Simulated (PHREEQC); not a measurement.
Consider water at 2.1 °C with 0.00097 mol LiOH, 0.00079 mol Na2SiO3 and 0.052 mol K2CO3 per kg of water. Closed to the air; pH follows from the charge balance.

Equilibrium calculation in PHREEQC: ion-association model, phreeqc.dat.

The ionic strength comes out as 0.158 mol/kgw. What activity coefficients do H2SiO4-2, CO3-2, NaCO3-, OH-, H3SiO4- get?

H2SiO4-2 0.35, CO3-2 0.35, NaCO3- 0.76, OH- 0.73, H3SiO4- 0.74.

This is a speciation only: nothing precipitates in the calculation. Constants without temperature data keep their 25 °C values here.
